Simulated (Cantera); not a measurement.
An adiabatic, constant-volume homogeneous reactor starts with C3H8 : O2 : N2 = 1 : 8.77 : 33 (molar parts), equivalence ratio 0.57, at 1350 K and 760 Torr.

Cantera simulation using GRI-Mech 3.0 (53 species, 325 reactions); the numbers are that mechanism's predictions, not measurements. GRI-Mech 3.0 was tuned for natural gas; its chemistry of propane as a main component is partial and can be far from experiment.

Question: Predict: time of steepest temperature rise; temperature at 4.00 s; equilibrium temperature; x(O2) at 4.00 s; x(NO) at 4.00 s; x(O) at 4.00 s.

Answer: 
* **time of steepest temperature rise**: 0.394 ms
* **temperature at 4.00 s**: 2617 K
* **equilibrium temperature**: 2617 K
* **x(O2) at 4.00 s**: 0.0776 (gas-phase equilibrium 0.0776)
* **x(NO) at 4.00 s**: 0.0165 (gas-phase equilibrium 0.0165)
* **x(O) at 4.00 s**: 0.00493 (gas-phase equilibrium 0.00493)
